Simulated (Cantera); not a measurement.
An isothermal, constant-pressure homogeneous reactor starts with H2 : O2 = 0.051 : 1 (molar parts), equivalence ratio 0.025, at 1100 K and 1.05 Torr.

Cantera simulation using the H2/O2 subset of GRI-Mech 3.0, which has no nitrogen chemistry; the numbers are that mechanism's predictions, not measurements. Radical loss at walls, strong at low pressure, is not modelled. The temperature is held fixed by assumption; the heat of reaction is taken as removed at once.

One state of this run: x H2 = 2.52e-5; x O2 = 0.949; x H2O = 0.0494; x H2O2 = 7.50e-9; x O = 0.000905. x: mole fraction; the columns are a selection and need not sum to one.

Task: Which value of t (s) does it belong to?
A. 15.9
B. 100
C. 0.399
D. 0.0632

Result: A, 15.9
